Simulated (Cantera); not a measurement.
An isothermal, constant-pressure homogeneous reactor starts with NH3 : H2 = 1 : 1.5 (molar parts), at 1975 K and 100000 Pa.

Cantera simulation using the gas-phase N/H chemistry of the illustrative SiF4/NH3 mechanism in the Surface Chemkin manual (1991); the numbers are that mechanism's predictions, not measurements. Walls and surfaces, which speed up NH3 decomposition in real reactors, are not modelled.

x: mole fraction; the columns are a selection and need not sum to one.

```csv
t (s),x NH3,x H2,x NH,x N,x NH2
2.00e-5,0.400,0.600,2.10e-7,?,8.49e-5
9.15e-5,0.399,0.600,3.63e-6,?,0.000353
0.000418,0.397,0.601,9.63e-6,5.13e-7,0.000579
0.00191,0.385,0.609,9.57e-6,5.17e-7,0.000568
0.00875,0.336,0.640,9.18e-6,5.23e-7,0.000518
0.0400,0.194,0.732,7.64e-6,5.30e-7,0.000355
0.183,0.0325,0.835,3.52e-6,?,9.76e-5
0.837,0.00213,0.855,4.62e-7,?,9.02e-6
3.83,0.000335,0.856,7.48e-8,?,1.44e-6
17.5,6.89e-5,0.856,1.54e-8,?,2.96e-7
80.0,1.57e-5,0.856,3.50e-9,5.92e-10,6.74e-8
```

Task: What belongs in the gaps?

Result: 
- 2.00e-5, x N: 1.66e-9
- 9.15e-5, x N: 1.20e-7
- 0.183, x N: 4.11e-7
- 0.837, x N: 7.69e-8
- 3.83, x N: 1.26e-8
- 17.5, x N: 2.60e-9
